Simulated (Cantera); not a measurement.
Feed: 1 mol SiO2, 0.87 mol CO, 5.2 mol CH4, equilibrated at 1923.15 K and 1 atm.

Method: chemical equilibrium by Gibbs-energy minimisation in Cantera with the NASA 1993 tables (ideal gas, pure condensed phases). Candidate condensed phases: C, C6H6, C7H8, C8H18, H2O, Si, SiC, SiO2; 123 gas species. The numbers say what is thermodynamically allowed, not how fast it happens.

Base state: H2 0.782, CO 0.215, SiO 0.00166, H 0.000829, C2H2 (acetylene) 0.000353, CH4 0.000326, H2O 2.74e-5 (mole fractions); condensed: C(graphite) + SiC(s).

Q: What changes in the equilibrium state with this change: temperature from 1923.15 K to 1823.15 K?

A: 
```
species             before     after
----------------  --------  --------
H2                   0.782     0.783
CO                   0.215     0.215
SiO                0.00166   0.00128
H                 0.000829  0.000381
C2H2 (acetylene)  0.000353  0.000166
H2O                2.74e-5   4.34e-5
CH4               0.000326  0.000443
C(graphite), mol      2.23      2.22
SiC(s), mol          0.978     0.983
```
